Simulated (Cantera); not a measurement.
A closed system holds: 1 mol SiCl₄, 0.61 mol C₃H₈, 4.1 mol H₂, held at 14.0 mbar.

Equilibrium computed with Cantera from the NASA thermochemical tables; the gas is ideal and each condensed phase is pure. Candidate condensed phases: C, C₆H₆, C₇H₈, C₈H₁₈, Si, SiC; 109 gas species. The tables' values for SiCl₃, SiCl are old estimates; treat these amounts as uncertain. Kinetics and transport are ignored. All values below are at 1650 °C.

Base state: H₂ 0.559, HCl 0.400, SiCl₂ 0.0306, H 0.00595, Cl 0.00320, SiCl₃ 0.000591, C₂H₂ (acetylene) 0.000252, SiCl 0.000137 (mole fractions); condensed: C(graphite) + SiC(s).

What changes in the equilibrium state with this change: H₂ from 4.1 to 800 mol?


| species | before | after |
|---|---|---|
| H₂ | 0.559 | 0.987 |
| H | 0.00595 | 0.00791 |
| HCl | 0.400 | 0.00492 |
| SiCl₂ | 0.0306 | 2.63e-6 |
| Si | 4.94e-5 | 4.94e-5 |
| SiCl₃ | 0.000591 | <1e-9 |
| SiCl₄ | 1.48e-5 | <1e-9 |
| Cl | 0.00320 | 2.96e-5 |
| C(graphite), mol | 1.10 | 0.152 |
| SiC(s), mol | 0.730 | 0.948 |
